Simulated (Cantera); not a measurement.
A perfectly stirred reactor is fed with NH₃ : H₂ = 1 : 2.4 (molar parts), at 100.0 Torr; it is held at 2248 K, and followed from long to short residence time.

Detailed kinetics in Cantera: the gas-phase N/H chemistry of the illustrative SiF4/NH3 mechanism in the Surface Chemkin manual (1991). Walls and surfaces, which speed up NH3 decomposition in real reactors, are not modelled.

Task: What does this change do: pressure from 100.0 Torr to 13.5 Torr?

Result: 
```
quantity                  before     after
----------------------  --------  --------
x(NH₃) at τ = 7.60 s    0.000267  0.000649
x(H₂) at τ = 7.60 s        0.869     0.868
x(H) at τ = 7.60 s        0.0177    0.0188
x(N₂H₄) at τ = 7.60 s   2.96e-12  2.67e-12
x(NH₂) at τ = 7.60 s     1.70e-5   4.38e-5
x(NH₃) at τ = 42.0 ms      0.105     0.227
x(H₂) at τ = 42.0 ms       0.819     0.745
x(H) at τ = 42.0 ms      0.00199   0.00151
x(N₂H₄) at τ = 42.0 ms   6.65e-9   2.88e-9
x(NH₂) at τ = 42.0 ms   0.000801   0.00143
```

Task: What does this change do: temperature 2248 to 1925 K?

Result: 
```tsv
quantity	before	after
x(NH₃) at τ = 7.60 s	0.000267	0.0222
x(H₂) at τ = 7.60 s	0.869	0.872
x(H) at τ = 7.60 s	0.0177	0.00100
x(N₂H₄) at τ = 7.60 s	2.96e-12	6.03e-10
x(NH₂) at τ = 7.60 s	1.70e-5	7.22e-5
x(NH₃) at τ = 42.0 ms	0.105	0.274
x(H₂) at τ = 42.0 ms	0.819	0.717
x(H) at τ = 42.0 ms	0.00199	0.000348
x(N₂H₄) at τ = 42.0 ms	6.65e-9	1.65e-8
x(NH₂) at τ = 42.0 ms	0.000801	0.000376
```
